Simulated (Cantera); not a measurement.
Feed: 1 mol SiH4, a varied amount of HCl, 5.8 mol N2, at 1400 K and 0.0100 bar.

Method: chemical equilibrium by Gibbs-energy minimisation in Cantera with the NASA 1993 tables (ideal gas, pure condensed phases). Candidate condensed phases: NH4Cl, Si, Si3N4; 28 gas species. N2 is the only nitrogen source here; it is nearly inert below about 1500 K, so the nitride shown seldom forms there in practice. The numbers say what is thermodynamically allowed, not how fast it happens.

**Question.** What share of the Si ends up in condensed phases as a function of n(HCl) (mol), at 0.36, 0.48, 0.64, 0.85, 1.1, 1.5, 2, 2.7?

**Answer.** 
```
n(HCl) (mol)  Si condensed (%)        as
------------  ----------------  --------
0.36                      99.8  Si3N4(s)
0.48                      99.7  Si3N4(s)
0.64                      99.4  Si3N4(s)
0.85                      98.9  Si3N4(s)
1.1                       98.1  Si3N4(s)
1.5                       96.3  Si3N4(s)
2                         93.2  Si3N4(s)
2.7                       87.3  Si3N4(s)
```
